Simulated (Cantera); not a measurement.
A Cantera script and what it prints.

```python
import numpy as np
import cantera as ct

gas_names = """
    CL CL2 H HCL H2 Si SiCL SiCL2 SiCL3 SiCL4 SiH SiHCL3 SiH2 SiH2CL2 SiH3 SiH3CL SiH4 Si2 Si3
""".split()
cond_names = """
    Si(cr) Si(L)
""".split()


# ... load() reads the species with a 1 bar reference pressure and builds the phases ...
atoms = {
    'SiHCl3': {'Si': 1, 'H': 1, 'CL': 3},
    'Cl2': {'CL': 2},
    'H2': {'H': 2},
}
top_T = {}  # K; cautious upper limits of use, not melting points


# ... equilibrate(T, P, feed) seeds the gas with the atoms and calls Mixture.equilibrate('TP', solver="vcs", rtol=1e-11, max_steps=5000) ...
results = []
feed = {'SiHCl3': 1, 'Cl2': 0.15, 'H2': 270}  # mol
T = 998  # K
P = 470  # Pa
mix = equilibrate(T, P, feed)
results.append((T, P, feed, dict(zip(mix.species_names, mix.species_moles))))
x = sorted(zip(gas.X, gas.species_names), reverse=True)
print(f"T = {T:g} K  P = {P:g} Pa  gas = {mix.phase_moles(0):.4g} mol")
print("   x: " + "  ".join(f"{s} {v:.3e}" for v, s in x if v > 1e-06))
print("   condensed (mol): " + ("  ".join(f"{mix.phase(i).name} {mix.phase_moles(i):.4g}"
      for i in range(1, mix.n_phases) if mix.phase_moles(i) > 1e-12) or "none"))
```

Result:

```
T = 998 K  P = 470 Pa  gas = 272 mol
   x: H2 9.892e-01  HCL 1.011e-02  SiCL4 2.511e-04  SiCL2 1.750e-04  SiHCL3 1.703e-04  SiCL3 4.234e-05  SiH2CL2 1.243e-05
   condensed (mol): Si(cr) 0.8228
```

Method: chemical equilibrium by Gibbs-energy minimisation in Cantera with the NASA 1993 tables (ideal gas, pure condensed phases). The tables' values for SiCl3 are old estimates; treat these amounts as uncertain.
